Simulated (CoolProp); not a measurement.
Vapour pressure (kPa) of diethyl ether: the reference equation beside estimates from Tc = 194.7 °C, pc = 3717 kPa, ω = 0.282. Clausius-Clapeyron is anchored at 120.65 °C with a constant enthalpy of vaporisation of 19.53 kJ/mol.

Computed with CoolProp (reference Helmholtz-energy equation of state, Thol 2014).

```
T (°C)  reference  Clausius-Clapeyron  Redlich-Kwong  Soave-Redlich-Kwong
------  ---------  ------------------  -------------  -------------------
92.45       548.4               644.9          771.3                550.0
97.15       612.7               699.7          846.2                615.2
101.85      682.4               757.6          926.1                686.1
106.55      757.8               818.7           1011                763.0
111.25      839.3               883.0           1101                846.0
115.95      927.2               950.6           1197                935.7
120.65       1022                1022           1297                 1032
125.35       1123                1096           1404                 1136
130.05       1232                1174           1516                 1247
134.75       1348                1256           1635                 1366
139.55       1475                1343           1761                 1496
144.25       1608                1431           1892                 1632
148.95       1750                1524           2029                 1776
```

Absolute difference from the reference over all 13 rows, mean and median: Clausius-Clapeyron 8.1 and 8.0 %, Redlich-Kwong 27.5 and 26.9 %, Soave-Redlich-Kwong 1.0 and 1.0 %.
